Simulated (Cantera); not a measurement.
A closed system holds: 1 mol CsCl, a varied amount of HF, 0.35 mol N2, at 550 Pa.

Points: T (K) = 800, 825, 850, 875, 900, 925, 950, 975, 1000, 1025, 1050, 1075; n(HF) (mol) = 0.21, 0.99, 1.8, 2.6, 3.3, 4.1, 4.9.

Cantera's Mixture.equilibrate('TP', solver="vcs", rtol=1e-11, max_steps=5000) on the NASA tables stopped like this:

```
ERROR: FAILURE its = 5001!

*******************************************************************************
CanteraError thrown by MultiPhase::equilibrate:
VCS solver failed. Return code: -1
*******************************************************************************
```

Q: What got this run through?

A: One answer among several that fit: The failure is numerical, not chemical. The same input converged with solver="gibbs", rtol=1e-10, max_steps=50000, and the result passed a check of the equilibrium conditions:
```
    800       0.21  CsCL(b)
    800       0.99  CsCL(b)
    800        1.8  CsCL(b)
    800        2.6  CsCL(b)
    800        3.3  CsCL(b)
    800        4.1  CsCL(b)
    800        4.9  CsCL(b)
    825       0.21  CsCL(b)
    825       0.99  CsCL(b)
    825        1.8  CsCL(b)
    825        2.6  CsCL(b)
    825        3.3  CsCL(b)
    825        4.1  CsCL(b)
    825        4.9  CsCL(b)
    850       0.21  CsCL(b)
    850       0.99  CsCL(b)
    850        1.8  CsCL(b)
    850        2.6  CsCL(b)
    850        3.3  CsCL(b)
    850        4.1  CsCL(b)
    850        4.9  CsCL(b)
    875       0.21  CsCL(b)
    875       0.99  CsCL(b)
    875        1.8  CsCL(b)
    875        2.6  CsCL(b)
    875        3.3  CsCL(b)
    875        4.1  CsCL(b)
    875        4.9  CsCL(b)
    900       0.21  CsCL(b)
    900       0.99  CsCL(b)
    900        1.8  CsCL(b)
    900        2.6  CsCL(b)
    900        3.3  CsCL(b)
    900        4.1  CsCL(b)
    900        4.9  CsCL(b)
    925       0.21  CsCL(L)
    925       0.99  CsCL(L)
    925        1.8  CsCL(L)
    925        2.6  CsCL(L)
    925        3.3  CsCL(L)
    925        4.1  CsCL(L)
    925        4.9  CsCL(L)
    950       0.21  CsCL(L)
    950       0.99  CsCL(L)
    950        1.8  CsCL(L)
    950        2.6  CsCL(L)
    950        3.3  CsCL(L)
    950        4.1  CsCL(L)
    950        4.9  CsCL(L)
    975       0.21  CsCL(L)
    975       0.99  CsCL(L)
    975        1.8  CsCL(L)
    975        2.6  CsCL(L)
    975        3.3  CsCL(L)
    975        4.1  CsCL(L)
    975        4.9  CsCL(L)
   1000       0.21  CsCL(L)
   1000       0.99  CsCL(L)
   1000        1.8  CsCL(L)
   1000        2.6  CsCL(L)
   1000        3.3  gas only
   1000        4.1  gas only
   1000        4.9  gas only
   1025       0.21  CsCL(L)
   1025       0.99  CsCL(L)
   1025        1.8  gas only
   1025        2.6  gas only
   1025        3.3  gas only
   1025        4.1  gas only
   1025        4.9  gas only
   1050       0.21  CsCL(L)
   1050       0.99  gas only
   1050        1.8  gas only
   1050        2.6  gas only
   1050        3.3  gas only
   1050        4.1  gas only
   1050        4.9  gas only
   1075       0.21  gas only
   1075       0.99  gas only
   1075        1.8  gas only
   1075        2.6  gas only
   1075        3.3  gas only
   1075        4.1  gas only
   1075        4.9  gas only
```

The gas is ideal and each condensed phase is pure.
